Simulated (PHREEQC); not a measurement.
## Geothermal or formation water: an equilibrium model

Synthetic water in mg/L, 60 °C, pH 7.51, pe 1.9:

```json
[
 {"constituent": "Na", "mg/L": "1070"},
 {"constituent": "K", "mg/L": "483"},
 {"constituent": "Ca", "mg/L": "544"},
 {"constituent": "Mg", "mg/L": "9.34"},
 {"constituent": "Cl", "mg/L": "2810"},
 {"constituent": "S(6) as SO4", "mg/L": "436"},
 {"constituent": "Alkalinity as HCO3", "mg/L": "14.1"},
 {"constituent": "F", "mg/L": "0.822"}
]
```

Valence states are taken as typed.

All values are PHREEQC results (ion-association model, phreeqc.dat), not measurements.

This is a speciation only: nothing precipitates in the calculation.

Task: Predict the specific conductance.

Result: specific conductance 17300 µS/cm.

Task: In which forms is Ca present?

Result: Ca+2 92 %, CaSO4 7.7 % of the Ca.

Away from 25 °C the constants follow the database's enthalpies or fits; those with neither stay at their 25 °C values.
